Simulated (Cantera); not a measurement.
## SiCl4 + O3 + N2O (silicon oxide and oxynitride deposition)

Feed: 1 mol SiCl4, 0.19 mol O3, 0.45 mol N2O, equilibrated at 1200 K and 12.0 Pa.

Method: chemical equilibrium by Gibbs-energy minimisation in Cantera with the NASA 1993 tables (ideal gas, pure condensed phases). Candidate condensed phases: Si, SiO2, Si2N2O, Si3N4; 23 gas species. The tables hold silica as quartz up to 1696 K and as liquid above; real silica turns to tridymite and cristobalite and melts near 1996 K. The numbers say what is thermodynamically allowed, not how fast it happens.

| Item | Value |
|---|---|
| x(Cl2) | 0.332 |
| x(Cl) | 0.248 |
| x(SiCl4) | 0.219 |
| x(N2) | 0.201 |
| x(SiCl3) | 5.04e-6 |
| n(SiO2(β-quartz)) | 0.510 mol |
| gas amount | 2.238 mol |
| log10 activity of Si(s) (absent) | -17.77 |
